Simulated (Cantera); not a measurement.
An isothermal, constant-pressure homogeneous reactor starts with CO : O₂ : H₂O : N₂ = 0.0011 : 0.084 : 0.00048 : 1 (molar parts), equivalence ratio 0.0065, at 1498 K and 1.01 bar.

Cantera simulation using GRI-Mech 3.0 (53 species, 325 reactions); the numbers are that mechanism's predictions, not measurements.

One state of this run: x CO = 1.73e-8; x O₂ = 0.0769; x H₂O = 0.000440; x NO = 1.23e-6; x H₂O₂ = 2.52e-11; x OH = 3.97e-6. x: mole fraction; the columns are a selection and need not sum to one.

**Question.** Which value of t (s) does it belong to?
A) 0.0141
B) 0.221
C) 2.00
D) 0.128

**Answer.** C, 2.00
